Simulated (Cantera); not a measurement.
A freely propagating, adiabatic, planar premixed flame of H2 : O2 : N2 = 1 : 0.532 : 1.91 (molar parts), equivalence ratio 0.94, unburnt at 598 K and 1.00 bar; multicomponent+Soret transport, grid criteria slope 0.08 and curve 0.16, no radiation.

Computed with Cantera and the H2/O2 subset of GRI-Mech 3.0, which has no nitrogen chemistry. Burning velocities carry a grid error of a few per cent, more on coarse grids.

x: mole fraction of selected species; z is measured from the peak of heat release.

```csv
z (mm),T (K),u (m/s),x H2,x O2,x H2O2,x OH,x O,x H
-1.36,598,6.88,0.291,0.155,<1e-8,<1e-8,<1e-8,<1e-8
-0.907,598,6.88,0.291,0.155,<1e-8,<1e-8,<1e-8,<1e-8
-0.680,598,6.88,0.291,0.155,<1e-8,<1e-8,<1e-8,<1e-8
-0.454,598,6.88,0.290,0.155,<1e-8,<1e-8,<1e-8,1.43e-8
-0.227,608,6.93,0.283,0.156,2.79e-6,3.08e-5,5.64e-6,9.56e-5
-0.113,793,8.77,0.246,0.153,1.62e-5,0.000774,0.000300,0.00472
0,1242,13.3,0.143,0.111,6.06e-6,0.00410,0.00603,0.0348
0.113,1572,16.7,0.0596,0.0530,3.12e-6,0.0116,0.0138,0.0553
0.227,___,18.2,0.0448,___,___,___,0.0147,___
0.454,1896,19.8,0.0422,0.0331,9.18e-7,0.0184,0.0129,0.0390
0.907,2066,21.3,0.0389,0.0289,5.21e-7,0.0201,0.0101,0.0271
1.81,2226,22.7,0.0334,0.0248,3.45e-7,0.0201,0.00714,0.0170
3.63,2364,23.9,___,___,___,0.0185,___,___
```

Question: Complete the blanks.

Answer: 
- 0.227, T (K): 1729
- 0.227, x O2: 0.0384
- 0.227, x H2O2: 1.76e-6
- 0.227, x OH: 0.0155
- 0.227, x H: 0.0508
- 3.63, x H2: 0.0265
- 3.63, x O2: 0.0211
- 3.63, x H2O2: 2.74e-7
- 3.63, x O: 0.00462
- 3.63, x H: 0.00976
